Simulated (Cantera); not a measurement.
An adiabatic, constant-volume homogeneous reactor starts with H₂ : O₂ : N₂ : H₂O = 1 : 0.385 : 1.45 : 0.014 (molar parts), at 1800 K and 3750 Torr.

Computed with Cantera and GRI-Mech 3.0 (53 species, 325 reactions). The hydrogen kinetics of GRI-Mech 3.0 are dated; newer H2 mechanisms differ, most at raised pressure. Above 3000 K some thermodynamic fits are extrapolated.

**Question.** Predict: time of steepest temperature rise; temperature at 1.00 s; equilibrium temperature; x(H₂) at 1.00 s; x(O₂) at 1.00 s; x(NO) at 1.00 s; x(H₂O) at 1.00 s; x(N₂O) at 1.00 s.

**Answer.** 
```
Item                                                                Result
---------------------------------  ---------------------------------------
time of steepest temperature rise                                  1.19 µs
temperature at 1.00 s                                               3249 K
equilibrium temperature                                             3249 K
x(H₂) at 1.00 s                        0.112 (gas-phase equilibrium 0.112)
x(O₂) at 1.00 s                    0.00549 (gas-phase equilibrium 0.00549)
x(NO) at 1.00 s                    0.00858 (gas-phase equilibrium 0.00858)
x(H₂O) at 1.00 s                       0.243 (gas-phase equilibrium 0.243)
x(N₂O) at 1.00 s                   1.19e-6 (gas-phase equilibrium 1.19e-6)
```
